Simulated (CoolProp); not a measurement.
Saturation properties of CHF3 (R23).

The numbers come from the reference Helmholtz-energy equation of state, Penoncello 2003 in CoolProp.

```json
[
 {"T (°C)": "-84.65", "p (MPa)": "0.08681", "liquid density (kg/m³)": "1456", "liquid cp (kJ/(kg K))": "1.233", "vapour Z": "0.9614", "surface tension (mN/m)": "17.4", "liquid viscosity (µPa s)": "319"},
 {"T (°C)": "-75.95", "p (MPa)": "0.1421", "liquid density (kg/m³)": "1422", "liquid cp (kJ/(kg K))": "1.249", "vapour Z": "0.9471", "surface tension (mN/m)": "15.7", "liquid viscosity (µPa s)": "277"},
 {"T (°C)": "-67.25", "p (MPa)": "0.2220", "liquid density (kg/m³)": "1388", "liquid cp (kJ/(kg K))": "1.269", "vapour Z": "0.9297", "surface tension (mN/m)": "14.1", "liquid viscosity (µPa s)": "243"},
 {"T (°C)": "-58.55", "p (MPa)": "0.3328", "liquid density (kg/m³)": "1352", "liquid cp (kJ/(kg K))": "1.294", "vapour Z": "0.9088", "surface tension (mN/m)": "12.5", "liquid viscosity (µPa s)": "214"},
 {"T (°C)": "-49.85", "p (MPa)": "0.4819", "liquid density (kg/m³)": "1315", "liquid cp (kJ/(kg K))": "1.325", "vapour Z": "0.8841", "surface tension (mN/m)": "10.9", "liquid viscosity (µPa s)": "190"},
 {"T (°C)": "-41.15", "p (MPa)": "0.6769", "liquid density (kg/m³)": "1275", "liquid cp (kJ/(kg K))": "1.365", "vapour Z": "0.8555", "surface tension (mN/m)": "9.35", "liquid viscosity (µPa s)": "169"},
 {"T (°C)": "-32.45", "p (MPa)": "0.9262", "liquid density (kg/m³)": "1233", "liquid cp (kJ/(kg K))": "1.415", "vapour Z": "0.8224", "surface tension (mN/m)": "7.85", "liquid viscosity (µPa s)": "150"},
 {"T (°C)": "-23.65", "p (MPa)": "1.243", "liquid density (kg/m³)": "1187", "liquid cp (kJ/(kg K))": "1.482", "vapour Z": "0.7840", "surface tension (mN/m)": "6.37", "liquid viscosity (µPa s)": "133"},
 {"T (°C)": "-14.95", "p (MPa)": "1.629", "liquid density (kg/m³)": "1137", "liquid cp (kJ/(kg K))": "1.573", "vapour Z": "0.7403", "surface tension (mN/m)": "4.97", "liquid viscosity (µPa s)": "117"},
 {"T (°C)": "-6.25", "p (MPa)": "2.099", "liquid density (kg/m³)": "1081", "liquid cp (kJ/(kg K))": "1.708", "vapour Z": "0.6898", "surface tension (mN/m)": "3.64", "liquid viscosity (µPa s)": "103"},
 {"T (°C)": "2.45", "p (MPa)": "2.664", "liquid density (kg/m³)": "1016", "liquid cp (kJ/(kg K))": "1.930", "vapour Z": "0.6302", "surface tension (mN/m)": "2.40", "liquid viscosity (µPa s)": "88.6"}
]
```

It boils at -82.0 °C under 1 atm.

Viscosity comes from a separate model (Shan 2000). Surface tension comes from a separate correlation (Mulero 2012).
